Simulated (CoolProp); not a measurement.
Saturation properties of methanol (Tc = 513.4 K, pc = 8.216 MPa, ω = 0.565).

Model: reference Helmholtz-energy equation of state, de Reuck 1993, in CoolProp.

```csv
T (K),p (MPa),vapour density (kg/m³),enthalpy of vaporisation (kJ/kg),liquid cp (kJ/(kg K)),surface tension (mN/m),vapour viscosity (µPa s)
285.2,0.008374,0.1153,1188,2.460,23.2,9.22
290,0.01097,0.1488,1181,2.487,22.8,9.37
294.9,0.01431,0.1914,1174,2.515,22.4,9.52
299.7,0.01840,0.2427,1167,2.544,22.0,9.67
304.6,0.02356,0.3066,1159,2.576,21.6,9.82
309.4,0.02976,0.3824,1151,2.608,21.2,9.97
314.3,0.03746,0.4755,1143,2.642,20.8,10.1
319.1,0.04659,0.5845,1135,2.677,20.4,10.3
324,0.05777,0.7165,1126,2.715,20.0,10.4
328.8,0.07083,0.8691,1118,2.752,19.6,10.6
333.7,0.08662,1.052,1109,2.793,19.2,10.7
338.5,0.1048,1.261,1099,2.833,18.7,10.8
343.4,0.1266,1.509,1090,2.876,18.3,11.0
```

It boils at 337.6 K under 1 atm.

Viscosity comes from a separate model (Xiang 2006). Surface tension comes from a separate correlation (Mulero 2012).
